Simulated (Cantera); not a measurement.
An adiabatic, constant-volume homogeneous reactor starts with CH₄ : C₂H₆ : C₃H₈ : O₂ : N₂ = 1 : 0.03 : 0.5 : 4.61 : 17.3 (molar parts), equivalence ratio 1.00, at 1198 K and 9.87 atm. Integrator tolerance rtol = 1e-08.

Model: GRI-Mech 3.0 (53 species, 325 reactions), integrated in Cantera. GRI-Mech 3.0 was tuned for natural gas; its chemistry of propane as a main component is partial and can be far from experiment. Above 3000 K some thermodynamic fits are extrapolated.

Task: What does this change do: constant pressure in place of constant volume?

Result: 
| quantity | before | after |
|---|---|---|
| time of steepest temperature rise | 1.75 ms | 1.84 ms |
| temperature at 0.300 s | 3019 K | 2766 K |
| equilibrium temperature | 3019 K | 2766 K |
| x(CH₄) at 0.300 s | <1e-12 (gas-phase equilibrium <1e-12) | <1e-12 (gas-phase equilibrium <1e-12) |
| x(C₂H₆) at 0.300 s | <1e-12 (gas-phase equilibrium <1e-12) | <1e-12 (gas-phase equilibrium <1e-12) |
| x(C₃H₈) at 0.300 s | <1e-12 (gas-phase equilibrium <1e-12) | <1e-12 (gas-phase equilibrium <1e-12) |
| x(HCN) at 0.300 s | 1.42e-8 (gas-phase equilibrium 1.42e-8) | 2.53e-9 (gas-phase equilibrium 2.53e-9) |
| x(H₂O₂) at 0.300 s | 1.60e-6 (gas-phase equilibrium 1.60e-6) | 6.21e-7 (gas-phase equilibrium 6.21e-7) |
| x(H) at 0.300 s | 0.00346 (gas-phase equilibrium 0.00346) | 0.00212 (gas-phase equilibrium 0.00212) |
| x(NO) at 0.300 s | 0.0120 (gas-phase equilibrium 0.0120) | 0.00792 (gas-phase equilibrium 0.00792) |

Task: What does this change do: N2 17.3 to 48 parts?

Result: 
```
quantity                                                            before                                      after
---------------------------------  ---------------------------------------  -----------------------------------------
time of steepest temperature rise                                  1.75 ms                                    3.64 ms
temperature at 0.300 s                                              3019 K                                     2321 K
equilibrium temperature                                             3019 K                                     2321 K
x(CH₄) at 0.300 s                    <1e-12 (gas-phase equilibrium <1e-12)      <1e-12 (gas-phase equilibrium <1e-12)
x(C₂H₆) at 0.300 s                   <1e-12 (gas-phase equilibrium <1e-12)      <1e-12 (gas-phase equilibrium <1e-12)
x(C₃H₈) at 0.300 s                   <1e-12 (gas-phase equilibrium <1e-12)      <1e-12 (gas-phase equilibrium <1e-12)
x(HCN) at 0.300 s                  1.42e-8 (gas-phase equilibrium 1.42e-8)  6.17e-11 (gas-phase equilibrium 6.17e-11)
x(H₂O₂) at 0.300 s                 1.60e-6 (gas-phase equilibrium 1.60e-6)    5.66e-8 (gas-phase equilibrium 5.66e-8)
x(H) at 0.300 s                    0.00346 (gas-phase equilibrium 0.00346)    7.91e-5 (gas-phase equilibrium 7.91e-5)
x(NO) at 0.300 s                     0.0120 (gas-phase equilibrium 0.0120)    0.00142 (gas-phase equilibrium 0.00142)
```

Task: What does this change do: pressure from 9.87 atm to 2.57 atm?

Result: 
```csv
quantity,before,after
time of steepest temperature rise,1.75 ms,4.41 ms
temperature at 0.300 s,3019 K,2916 K
equilibrium temperature,3019 K,2916 K
x(CH₄) at 0.300 s,<1e-12 (gas-phase equilibrium <1e-12),<1e-12 (gas-phase equilibrium <1e-12)
x(C₂H₆) at 0.300 s,<1e-12 (gas-phase equilibrium <1e-12),<1e-12 (gas-phase equilibrium <1e-12)
x(C₃H₈) at 0.300 s,<1e-12 (gas-phase equilibrium <1e-12),<1e-12 (gas-phase equilibrium <1e-12)
x(HCN) at 0.300 s,1.42e-8 (gas-phase equilibrium 1.42e-8),5.66e-9 (gas-phase equilibrium 5.66e-9)
x(H₂O₂) at 0.300 s,1.60e-6 (gas-phase equilibrium 1.60e-6),7.25e-7 (gas-phase equilibrium 7.25e-7)
x(H) at 0.300 s,0.00346 (gas-phase equilibrium 0.00346),0.00551 (gas-phase equilibrium 0.00551)
x(NO) at 0.300 s,0.0120 (gas-phase equilibrium 0.0120),0.0116 (gas-phase equilibrium 0.0116)
```
